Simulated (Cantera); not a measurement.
BF₃ + H₂ + N₂ + O₂ (boron, boron nitride and boron oxide)

Input: 1 mol BF₃, 34 mol H₂, 0.61 mol N₂, 0.38 mol O₂, held at 2.70 mbar.

Method: chemical equilibrium by Gibbs-energy minimisation in Cantera with the NASA 1993 tables (ideal gas, pure condensed phases). Candidate condensed phases: B, BN, B₂O₃, B₃O₃H₃, H₂O; 62 gas species. The tables' values for BF₂ are old estimates; treat these amounts as uncertain. Kinetics and transport are ignored.

| T (K) | x H₂ | x HF | x BOF | x BF₃ | x N₂ | n B₂O₃(l) |
|---|---|---|---|---|---|---|
| 925 | 0.930 | 0.0239 | 0.000105 | 0.0183 | 0.0171 | 0.0797 |
| 975 | 0.929 | 0.0258 | 0.000362 | 0.0174 | 0.0171 | 0.0857 |
| 1025 | 0.928 | 0.0276 | 0.00110 | 0.0166 | 0.0170 | 0.0851 |
| 1075 | 0.927 | 0.0290 | 0.00300 | 0.0154 | 0.0170 | 0.0696 |
| 1125 | 0.924 | 0.0298 | 0.00730 | 0.0137 | 0.0170 | 0.0236 |
| 1175 | 0.920 | 0.0320 | 0.0129 | 0.0120 | 0.0169 | 0 |
| 1225 | 0.918 | 0.0351 | 0.0164 | 0.0103 | 0.0168 | 0 |
| 1275 | 0.916 | 0.0377 | 0.0183 | 0.00884 | 0.0168 | 0 |
| 1325 | 0.915 | 0.0395 | 0.0194 | 0.00785 | 0.0168 | 0 |
| 1375 | 0.914 | 0.0406 | 0.0201 | 0.00724 | 0.0168 | 0 |
| 1425 | 0.914 | 0.0413 | 0.0204 | 0.00686 | 0.0168 | 0 |
| 1475 | 0.914 | 0.0417 | 0.0206 | 0.00661 | 0.0168 | 0 |
| 1525 | 0.913 | 0.0420 | 0.0207 | 0.00637 | 0.0168 | 0 |
x: gas mole fraction; n: condensed amount in mol.

From 925 K to 1125 K the condensed part is B₂O₃(l). From 1175 K to 1525 K nothing is condensed. The main B-bearing gas is BF₃ at 925 K and BOF at 1525 K.
